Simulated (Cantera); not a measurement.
# Equilibrium for carbothermic reduction: CuO + CO

Charge: 1 mol CuO, 8.8 mol CO, held at 40.0 Pa.

These are equilibrium values from Cantera (NASA tables, ideal gas, pure condensed phases), not measurements of a reactor. Candidate condensed phases: C, Cu, CuO, Cu2O; 15 gas species. Kinetics and transport are ignored.

From 1602 °C to 2052 °C nothing is condensed. The main Cu-bearing gas is Cu throughout.

```
T (°C)  log p CO  log p Cu  log p CO2  log p O  log p O2  log p CuO  log p Cu2
------  --------  --------  ---------  -------  --------  ---------  ---------
1602       -3.50     -4.39      -4.39    -7.87     -8.51      -9.56      -8.46
1677       -3.50     -4.39      -4.39    -7.30     -7.92      -9.30      -8.67
1752       -3.50     -4.39      -4.39    -6.78     -7.37      -9.06      -8.86
1827       -3.50     -4.39      -4.40    -6.29     -6.87      -8.84      -9.04
1902       -3.50     -4.39      -4.41    -5.85     -6.43      -8.64      -9.21
1977       -3.49     -4.39      -4.45    -5.47     -6.06      -8.49      -9.38
2052       -3.49     -4.40      -4.53    -5.14     -5.81      -8.39      -9.53
```
log p: log10 of the partial pressure in bar; nothing condenses.
